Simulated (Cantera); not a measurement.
Thermodynamics of sublimation and decomposition of ceramics, feed ZrN + H2

A closed system holds: 1 mol ZrN, 0.033 mol H2, equilibrated at 3980 Torr.

Equilibrium computed with Cantera from the NASA thermochemical tables; the gas is ideal and each condensed phase is pure. Candidate condensed phases: Zr, ZrN; 22 gas species. Ions and electrons are included (thermal ionisation). Each liquid is taken as pure. Mutual solubility and eutectic melting of coexisting phases are not modelled. ZrN: taken at fixed stoichiometry. Condensed phases not in the tables: N, O or C dissolved in the metal. Rates play no part.

```csv
T (°C),x H2,x N2,x H,x Zr,x N,x NH,x ZrN,n ZrN(s),n Zr(l),n ZrN(l)
2227,0.989,4.36e-7,0.0109,5.26e-7,8.38e-11,2.53e-10,<1e-12,1.00,0,0
2477,0.971,1.16e-5,0.0293,6.48e-6,3.56e-9,6.18e-9,<1e-12,1.000,0,0
2727,0.934,0.000178,0.0663,5.21e-5,8.07e-8,8.73e-8,3.74e-11,1.000,0,0
2977,0.868,0.00170,0.130,0.000302,1.11e-6,7.86e-7,8.55e-10,0,0.000110,1.000
3227,0.766,0.00852,0.224,0.00135,8.88e-6,4.26e-6,1.04e-8,0,0.000591,0.999
3477,0.618,0.0345,0.342,0.00494,5.42e-5,1.75e-5,9.04e-8,0,0.00268,0.997
3727,0.419,0.117,0.448,0.0153,0.000264,5.47e-5,5.91e-7,0,0.0113,0.988
3977,0.175,0.346,0.436,0.0414,0.00107,0.000115,3.07e-6,0,0.0548,0.942
4227,0.00416,0.795,0.0969,0.0999,0.00349,4.73e-5,1.24e-5,0,0.937,0
4477,0.00176,0.685,0.0873,0.220,0.00642,4.75e-5,2.72e-5,0,0.840,0
4727,0.000510,0.481,0.0631,0.445,0.00999,3.39e-5,4.93e-5,0,0.542,0
```
x: gas mole fraction; n: condensed amount in mol.

From 2227 °C to 2727 °C the condensed part is ZrN(s). From 2977 °C to 3977 °C the condensed part is Zr(l) + ZrN(l). From 4227 °C to 4727 °C the condensed part is Zr(l). The main Zr-bearing gas is Zr throughout.
